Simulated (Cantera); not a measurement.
What does this Cantera script print?

```python
import numpy as np
import cantera as ct

gas_names = """
    H HO2 H2 H2O H2O2 Mg MgH MgO MgOH MgO2H2 Mg2 O OH O2 O3
""".split()
cond_names = """
    H2O(s) H2O(L) Mg(cr) Mg(L) MgO(s) MgO(L) MgO2H2(s)
""".split()


def load(file, names, dense=False):
    # The tables refer to 1 bar. Condensed volumes are neglected.
    table = {s.name: s for s in ct.Species.list_from_file(file)}
    out = []
    for n in names:
        d = dict(table[n].input_data)
        d["thermo"] = dict(d["thermo"], **{"reference-pressure": 1e5})
        if dense:
            d["equation-of-state"] = {"model": "constant-volume", "density": "1e6 g/cm^3"}
        out.append(ct.Species.from_dict(d))
    return out


gas = ct.Solution(thermo="ideal-gas", species=load("nasa_gas.yaml", gas_names))
cond = {s.name: ct.Solution(thermo="fixed-stoichiometry", species=[s], name=s.name)
        for s in load("nasa_condensed.yaml", cond_names, dense=True)}
atoms = {
    'MgO': {'Mg': 1, 'O': 1},
    'O2': {'O': 2},
    'H2O': {'H': 2, 'O': 1},
}
top_T = {}  # K; cautious upper limits of use, not melting points


def equilibrate(T, P, feed):
    n = {}
    for name, mol in feed.items():
        for a, k in atoms[name].items():
            n[a] = n.get(a, 0.0) + k * mol
    gas.TPX = T, P, n
    mass = sum(n.values()) * gas.mean_molecular_weight
    gas.equilibrate("TP")
    valid = [c for c in cond.values() if c.min_temp <= T <= top_T.get(c.name, c.max_temp)]
    mix = ct.Mixture([(gas, mass / gas.mean_molecular_weight)] + [(c, 0.0) for c in valid])
    mix.T, mix.P = T, P
    mix.equilibrate("TP", solver="vcs", rtol=1e-11, max_steps=5000)
    return mix


results = []
feed = {'MgO': 1, 'O2': 0.68, 'H2O': 0.45}  # mol
T = 1175  # K
P = 230000  # Pa
mix = equilibrate(T, P, feed)
results.append((T, P, feed, dict(zip(mix.species_names, mix.species_moles))))
x = sorted(zip(gas.X, gas.species_names), reverse=True)
print(f"T = {T:g} K  P = {P:g} Pa  gas = {mix.phase_moles(0):.4g} mol")
print("   x: " + "  ".join(f"{s} {v:.3e}" for v, s in x if v > 0.0001))
print("   condensed (mol): " + ("  ".join(f"{mix.phase(i).name} {mix.phase_moles(i):.4g}"
      for i in range(1, mix.n_phases) if mix.phase_moles(i) > 1e-12) or "none"))
```

Output:

```
T = 1175 K  P = 230000 Pa  gas = 1.13 mol
   x: O2 6.018e-01  H2O 3.982e-01
   condensed (mol): MgO(s) 1
```

Equilibrium computed with Cantera from the NASA thermochemical tables; the gas is ideal and each condensed phase is pure.
